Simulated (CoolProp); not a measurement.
Properties of hydrogen chloride along the isotherm 4.65 °C (Tc = 51.5 °C, pc = 8314 kPa, ω = 0.130).

Computed with CoolProp (reference Helmholtz-energy equation of state, Thol 2018).

```json
[
 {"p (kPa)": "39.4", "phase": "gas", "density (kg/m³)": "0.6238", "cp (kJ/(kg K))": "0.8045", "Joule-Thomson coefficient (K/MPa)": "18.86"},
 {"p (kPa)": "89.7", "phase": "gas", "density (kg/m³)": "1.425", "cp (kJ/(kg K))": "0.8117", "Joule-Thomson coefficient (K/MPa)": "18.83"},
 {"p (kPa)": "204", "phase": "gas", "density (kg/m³)": "3.270", "cp (kJ/(kg K))": "0.8288", "Joule-Thomson coefficient (K/MPa)": "18.75"},
 {"p (kPa)": "465", "phase": "gas", "density (kg/m³)": "7.608", "cp (kJ/(kg K))": "0.8706", "Joule-Thomson coefficient (K/MPa)": "18.57"},
 {"p (kPa)": "1060", "phase": "gas", "density (kg/m³)": "18.26", "cp (kJ/(kg K))": "0.9849", "Joule-Thomson coefficient (K/MPa)": "18.18"},
 {"p (kPa)": "2410", "phase": "gas", "density (kg/m³)": "48.37", "cp (kJ/(kg K))": "1.440", "Joule-Thomson coefficient (K/MPa)": "17.39"},
 {"p (kPa)": "5480", "phase": "liquid", "density (kg/m³)": "923.3", "cp (kJ/(kg K))": "2.003", "Joule-Thomson coefficient (K/MPa)": "0.1455"},
 {"p (kPa)": "12500", "phase": "liquid", "density (kg/m³)": "954.9", "cp (kJ/(kg K))": "1.843", "Joule-Thomson coefficient (K/MPa)": "0.007183"}
]
```
